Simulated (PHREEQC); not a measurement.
1 kg of water meets 20 L of dry gas (N2 0.19, O2 0.81 by moles) at fixed total pressure, at 25 °C; fugacities by Peng-Robinson. The gases take part in no redox reaction, some water evaporates into the gas, and hydrates or a liquid gas phase aren't modelled. Precipitation was switched off in this run.

The numbers come from PHREEQC with the ion-association model, phreeqc.dat.

```
P (atm)  dissolved N2 (mol/kgw)  φ of N2  p of N2 (atm)  dissolved O2 (mol/kgw)
-------  ----------------------  -------  -------------  ----------------------
2                      0.000249    0.999          0.374                 0.00204
5                      0.000626    0.998          0.944                 0.00511
10                      0.00125    0.996           1.89                  0.0101
20                      0.00246      [?]           3.80                  0.0199
30                      0.00363    0.989           5.70                     [?]
40                      0.00477      [?]           7.60                  0.0381
50                      0.00587    0.983           9.50                  0.0467
75                      0.00851      [?]           14.2                  0.0666
100                      0.0110    0.975           19.0                  0.0847
150                      0.0155    0.974           28.5                   0.116
200                      0.0196    0.981           38.0                   0.142
300                      0.0268    1.009           57.0                   0.185
400                      0.0332    1.055           76.0                   0.217
```

Q: Fill in the missing entries.

A: 
- 20, φ of N2: 0.992
- 30, dissolved O2 (mol/kgw): 0.0292
- 40, φ of N2: 0.986
- 75, φ of N2: 0.978

Species that the database lacks are ignored.
